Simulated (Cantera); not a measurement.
A closed system holds: 1 mol Si, 1.2 mol HCl, 2.5 mol N2, held at 425 °C and 6.30 Pa.

Cantera equilibrium calculation (NASA polynomials, part measured and part estimated; ideal gas, pure solids and liquids). Candidate condensed phases: NH4Cl, Si, Si3N4; 28 gas species. N2 is the only nitrogen source here; it is nearly inert below about 1500 K, so the nitride shown seldom forms there in practice. Kinetics and transport are ignored.

Base state: N2 0.641, HCl 0.233, H2 0.0841, SiCl4 0.0420 (mole fractions); condensed: Si3N4(s).

**Question.** What changes in the equilibrium state with this change: temperature from 425 °C to 1225 °C?

**Answer.** 
```
species         before     after
-------------  -------  --------
N2               0.641     0.675
H2              0.0841     0.126
SiCl2            <1e-9     0.126
HCl              0.233    0.0704
SiCl4           0.0420   6.31e-6
H                <1e-9  0.000771
Cl               <1e-9  0.000346
SiCl             <1e-9  0.000186
Si               <1e-9  0.000160
SiCl3          8.51e-8  0.000499
Si3N4(s), mol    0.291         0
Si(s), mol           0     0.531
```
The tables' values for SiCl3, SiCl are old estimates; treat these amounts as uncertain.

**Question.** What changes in the equilibrium state with this change: 0.51 mol H2 added?

**Answer.** 
```csv
species,before,after
N2,0.641,0.533
HCl,0.233,0.268
H2,0.0841,0.181
SiCl4,0.0420,0.0181
"Si3N4(s), mol",0.291,0.312
```
